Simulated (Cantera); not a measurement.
## Equilibrium for fluorocarbon and chlorocarbon gases: c-C4F8 + HCl + H2

A closed system holds: 1 mol c-C4F8, 0.23 mol HCl, a varied amount of H2, at 3002 °C and 0.133 bar.

Method: chemical equilibrium by Gibbs-energy minimisation in Cantera with the NASA 1993 tables (ideal gas, pure condensed phases). Candidate condensed phases: C, C6H6, C7H8, C8H18; 118 gas species. The feed counts by its element totals alone. The numbers say what is thermodynamically allowed, not how fast it happens.

```csv
n(H2) (mol),x HF,x F,x CF,x CF2,x H,x C3,x Cl,n C(graphite)
0.084,0.0503,0.651,0.126,0.0983,0.000665,0.0340,0.0294,1.30
0.14,0.0643,0.641,0.125,0.0955,0.000862,0.0340,0.0293,1.33
0.22,0.0840,0.628,0.122,0.0915,0.00115,0.0340,0.0292,1.37
0.35,0.116,0.606,0.118,0.0853,0.00164,0.0340,0.0290,1.43
0.57,0.169,0.570,0.111,0.0754,0.00255,0.0340,0.0286,1.54
0.92,0.250,0.513,0.0996,0.0610,0.00420,0.0340,0.0281,1.71
1.5,0.380,0.419,0.0814,0.0407,0.00780,0.0340,0.0273,1.97
2.4,0.564,0.276,0.0536,0.0176,0.0176,0.0340,0.0259,2.33
3.9,0.744,0.0802,0.0156,0.00149,0.0799,0.0340,0.0213,2.62
```
x: gas mole fraction; n: condensed amount in mol.

From 0.084 mol H2 to 3.9 mol H2 the condensed part is C(graphite). The main C-bearing gas is CF at 0.084 mol H2 and C3 at 3.9 mol H2. The share of C in condensed phases is highest at 3.9 mol H2 (65.5 %) and lowest at 0.084 mol H2 (32.4 %).
